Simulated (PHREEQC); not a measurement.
Buffer (model solution)

Solution (15 °C): 0.0093 mol/kgw NaHSO4 and 0.095 mol/kgw Na2CO3. Closed to the air; pH follows from the charge balance.

Model: ion-association model, phreeqc.dat, run in PHREEQC.

Each row changes one thing in this solution. Precipitation was switched off in this run.

```json
[
 {"case": "as made", "pH": "10.81", "ionic strength (mol/kgw)": "0.229", "Na+ (mol/kgw)": "0.167", "CO3-2 (mol/kgw)": "0.0548", "NaCO3- (mol/kgw)": "0.0305", "HCO3- (mol/kgw)": "0.00924"},
 {"case": "NaHSO4 replaced by K2SO4 at the same molality", "pH": "11.51", "ionic strength (mol/kgw)": "0.244", "Na+ (mol/kgw)": "0.157", "CO3-2 (mol/kgw)": "0.0614", "NaCO3- (mol/kgw)": "0.0314", "HCO3- (mol/kgw)": "0.00202"},
 {"case": "NaHSO4 from 0.0093 to 0.0465 mol/kgw", "pH": "9.85", "ionic strength (mol/kgw)": "0.272", "Na+ (mol/kgw)": "0.205", "CO3-2 (mol/kgw)": "0.0295", "NaCO3- (mol/kgw)": "0.0190", "HCO3- (mol/kgw)": "0.0438"},
 {"case": "diluted 5-fold with water", "pH": "10.96", "ionic strength (mol/kgw)": "0.0527", "Na+ (mol/kgw)": "0.0370", "CO3-2 (mol/kgw)": "0.0139", "NaCO3- (mol/kgw)": "0.00269", "HCO3- (mol/kgw)": "0.00233"},
 {"case": "diluted 2-fold with water", "pH": "10.90", "ionic strength (mol/kgw)": "0.123", "Na+ (mol/kgw)": "0.0877", "CO3-2 (mol/kgw)": "0.0312", "NaCO3- (mol/kgw)": "0.0112", "HCO3- (mol/kgw)": "0.00498"}
]
```
